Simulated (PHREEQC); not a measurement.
# Silver or lead bath (model solution)

Consider water at 25 °C with 0.00037 mol/kgw Ag2SO4 and 0.00036 mol/kgw NaNO3. It is in equilibrium with CO2 at log p = -3.5 (atm). Otherwise closed; pH follows from the charge balance.

Model: ion-association model, wateq4f.dat, run in PHREEQC.

Each row changes one thing in this solution. Precipitation was switched off in this run.

```
case                                               pH  HCO3- (mol/kgw)
-----------------------------------------------  ----  ---------------
as made                                          5.67          2.31e-6
4.1e-06 mol/kgw H2SiF6 added                     4.65          2.23e-7
Ag2SO4 from 0.00037 to 0.000185 mol/kgw          5.66          2.28e-6
Ag2SO4 left out                                  5.66          2.23e-6
Ag2SO4 from 0.00037 to 0.00185 mol/kgw           5.68          2.50e-6
NaNO3 replaced by Sr(NO3)2 at the same molality  5.66          2.32e-6
Ag2SO4 from 0.00037 to 0.000407 mol/kgw          5.67          2.32e-6
```

SiF6-2 is the database's only silicon fluoride.
